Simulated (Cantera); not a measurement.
**Carbon deposition, reforming and gasification: CH4 + O2**

Feed: 1 mol CH4, a varied amount of O2, equilibrated at 1898 K and 1.33 mbar.

Method: chemical equilibrium by Gibbs-energy minimisation in Cantera with the NASA 1993 tables (ideal gas, pure condensed phases). Candidate condensed phases: C, C6H6, C7H8, C8H18, H2O; 110 gas species. Rates play no part.

```json
[
 {"n(O2) (mol)": "0.23", "x H2": "0.795", "x H2O": "3.53e-8", "x CO": "0.185", "x CO2": "1.96e-9", "x H": "0.0191", "n C(graphite)": "0.539"},
 {"n(O2) (mol)": "0.3", "x H2": "0.753", "x H2O": "4.13e-8", "x CO": "0.229", "x CO2": "2.99e-9", "x H": "0.0186", "n C(graphite)": "0.399"},
 {"n(O2) (mol)": "0.38", "x H2": "0.709", "x H2O": "4.64e-8", "x CO": "0.273", "x CO2": "4.25e-9", "x H": "0.0180", "n C(graphite)": "0.239"},
 {"n(O2) (mol)": "0.49", "x H2": "0.656", "x H2O": "5.13e-8", "x CO": "0.326", "x CO2": "6.07e-9", "x H": "0.0173", "n C(graphite)": "0.0185"},
 {"n(O2) (mol)": "0.63", "x H2": "0.577", "x H2O": "0.0758", "x CO": "0.321", "x CO2": "0.0100", "x H": "0.0163", "n C(graphite)": "0"},
 {"n(O2) (mol)": "0.81", "x H2": "0.476", "x H2O": "0.178", "x CO": "0.304", "x CO2": "0.0270", "x H": "0.0148", "n C(graphite)": "0"},
 {"n(O2) (mol)": "1", "x H2": "0.375", "x H2O": "0.280", "x CO": "0.281", "x CO2": "0.0500", "x H": "0.0131", "n C(graphite)": "0"},
 {"n(O2) (mol)": "1.3", "x H2": "0.230", "x H2O": "0.427", "x CO": "0.230", "x CO2": "0.102", "x H": "0.0103", "n C(graphite)": "0"}
]
```
x: gas mole fraction; n: condensed amount in mol.

From 0.23 mol O2 to 0.49 mol O2 the condensed part is C(graphite). From 0.63 mol O2 to 1.3 mol O2 nothing is condensed. The main C-bearing gas is CO throughout.
